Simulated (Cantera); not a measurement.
**AlN + Cl₂ + N₂ (nitride etching)**

Feed: 1 mol AlN, a varied amount of Cl₂, 7.3 mol N₂, at 1773.15 K and 13.3 mbar.

Method: chemical equilibrium by Gibbs-energy minimisation in Cantera with the NASA 1993 tables (ideal gas, pure condensed phases). Candidate condensed phases: Al, AlCl₃, AlN; 11 gas species. The tables' values for AlCl₂ are old estimates; treat these amounts as uncertain. Equilibrium is a limit: real reactors are often held back by kinetics, nucleation or transport.

From 1.4 mol Cl₂ to 38 mol Cl₂ nothing is condensed. The main Al-bearing gas is AlCl₃ throughout.

```csv
n(Cl₂) (mol),x N₂,x Cl,x AlCl₃,x Cl₂,x AlCl₂,x AlCl,x Al,x Al₂Cl₆
1.4,0.884,0.00302,0.0938,1.58e-6,0.0133,0.00620,1.10e-7,3.67e-8
1.8,0.830,0.0632,0.106,0.000689,0.000716,1.59e-5,1.36e-11,4.66e-8
2.5,0.726,0.176,0.0928,0.00533,0.000226,1.81e-6,<1e-12,3.60e-8
3.4,0.627,0.279,0.0803,0.0134,0.000123,6.23e-7,<1e-12,2.69e-8
4.6,0.533,0.375,0.0682,0.0243,7.79e-5,2.93e-7,<1e-12,1.94e-8
6.2,0.444,0.462,0.0569,0.0368,5.27e-5,1.61e-7,<1e-12,1.35e-8
8.3,0.366,0.538,0.0468,0.0499,3.73e-5,9.77e-8,<1e-12,9.15e-9
11,0.298,0.601,0.0382,0.0624,2.72e-5,6.37e-8,<1e-12,6.08e-9
15,0.234,0.660,0.0300,0.0753,1.95e-5,4.15e-8,<1e-12,3.76e-9
21,0.177,0.712,0.0227,0.0876,1.37e-5,2.70e-8,<1e-12,2.16e-9
28,0.138,0.747,0.0177,0.0964,1.02e-5,1.91e-8,<1e-12,1.31e-9
38,0.105,0.777,0.0135,0.104,7.43e-6,1.35e-8,<1e-12,7.59e-10
```
x: gas mole fraction; nothing condenses.
